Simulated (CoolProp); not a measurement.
Vapour-liquid equilibrium of R1234yf (1) + isobutane (2) at 0.00484 MPa; x and y are mole fractions of (1).

Computed with CoolProp (multi-fluid Helmholtz-energy mixture model, Lemmon 2022 and Bücker 2006; pair parameters Bell 2016).

**Question.** Give the bubble temperature and the first vapour's composition at x = 0.05, 0.35, 0.85. Is there an azeotrope?

**Answer.** x = 0.05: -75.7 °C, y = 0.378; x = 0.35: -82.2 °C, y = 0.675; x = 0.85: -82.6 °C, y = 0.805. y crosses x between x = 0.65 and 0.75: the model has an azeotrope there.

The pair parameters rest on a limited set of measurements; away from them the model extrapolates.
